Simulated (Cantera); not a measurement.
## Reactions in the system N-O-V

Standard-state values (1 bar) from the NASA 1993 polynomials, evaluated with Cantera. Values are per mole of reaction as written; species without (g) are pure solids or liquids, kept so even where they would boil at 1 bar. VN: taken at fixed stoichiometry.

VN + 2 V2O5 = N(g) + 5 VO2(g)

```
T (K)  ΔH° (kJ)  ΔS° (J/K)  ΔG° (kJ)  log10 K  condensed phases
-----  --------  ---------  --------  -------  ----------------
450      2615.9     1149.3    2098.7  -243.61    VN(s), V2O5(s)
650      2595.8     1112.5    1872.7  -150.49    VN(s), V2O5(s)
850      2573.8     1083.0    1653.2  -101.59    VN(s), V2O5(s)
1050     2419.4      919.4    1454.0   -72.33    VN(s), V2O5(l)
1250     2392.3      895.9    1272.5   -53.17    VN(s), V2O5(l)
1450     2365.3      875.8    1095.4   -39.46    VN(s), V2O5(l)
1650     2338.3      858.4     922.0   -29.19    VN(s), V2O5(l)
1850     2311.2      842.9     751.9   -21.23    VN(s), V2O5(l)
```
